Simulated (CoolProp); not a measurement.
2000 sccm (0 °C, 1 atm) of nitrogen bubbles through liquid n-heptane at 320.1 K and leaves saturated at a total pressure of 0.15 MPa (ideal gas phase). Each further row changes one setting.

Values from CoolProp's reference Helmholtz-energy equation of state, Span 2003. It is a short technical equation, of lower accuracy than the large ones.

```csv
case,vapour pressure (kPa),mole fraction of vapour,delivery (mg/min),delivery (sccm),change of delivery for a bath 1 K warmer (%)
as stated,16.6,0.111,1120,…,4.8
bath temperature 325.1 K,…,…,…,316,4.8
total pressure 0.3 MPa,16.6,…,…,117,4.5
```

**Question.** Fill in the missing entries.

**Answer.** 
- as stated, delivery (sccm): 249
- bath temperature 325.1 K, vapour pressure (kPa): 20.4
- bath temperature 325.1 K, mole fraction of vapour: 0.136
- bath temperature 325.1 K, delivery (mg/min): 1410
- total pressure 0.3 MPa, mole fraction of vapour: 0.0554
- total pressure 0.3 MPa, delivery (mg/min): 525
